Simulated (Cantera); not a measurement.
An isothermal, constant-pressure homogeneous reactor starts with CH4 : CO2 : H2 = 1 : 4.5 : 0.43 (molar parts), at 1475 K and 0.168 atm.

Model: GRI-Mech 3.0 (53 species, 325 reactions), integrated in Cantera.

Problem. Predict: x(CH4) at 50.0 s; x(CO2) at 50.0 s; x(H2) at 50.0 s; x(CH2) at 50.0 s; x(C2H6) at 50.0 s; x(C2H4) at 50.0 s.

Solution. x(CH4) at 50.0 s: 0.00765 (gas-phase equilibrium 7.64e-10)
x(CO2) at 50.0 s: 0.296 (gas-phase equilibrium 0.259)
x(H2) at 50.0 s: 0.102 (gas-phase equilibrium 0.124)
x(CH2) at 50.0 s: 1.79e-9 (gas-phase equilibrium <1e-12)
x(C2H6) at 50.0 s: 1.05e-6 (gas-phase equilibrium <1e-12)
x(C2H4) at 50.0 s: 7.26e-5 (gas-phase equilibrium <1e-12)
